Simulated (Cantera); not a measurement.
# MgCO3 + H2S + CO2 + O2 (roasting and sulfation)

A closed system holds: 1 mol MgCO3, 0.19 mol H2S, 0.2 mol CO2, 5.5 mol O2, held at 725 K and 2100 Pa.

Method: chemical equilibrium by Gibbs-energy minimisation in Cantera with the NASA 1993 tables (ideal gas, pure condensed phases). Candidate condensed phases: C, C6H6, C7H8, C8H18, H2O, H2SO4, Mg, MgCO3, MgO, Mg(OH)2, MgS, MgSO4, S; 130 gas species. Equilibrium is a limit: real reactors are often held back by kinetics, nucleation or transport.

The x(O2) comes out as 0.786 and the x(CO2) is 0.184. The x(H2O) comes out as 0.0292 and the n(MgO(s)) comes out as 0.810 mol. The n(MgSO4(s)) is 0.190 mol and the gas amount comes out as 6.510 mol. The log10 activity of MgCO3(s) (absent) comes out as -3.01 and the log10 activity of H2SO4(l) (absent) comes out as -15.35. The log10 activity of C(graphite) (absent) comes out as -29.12.
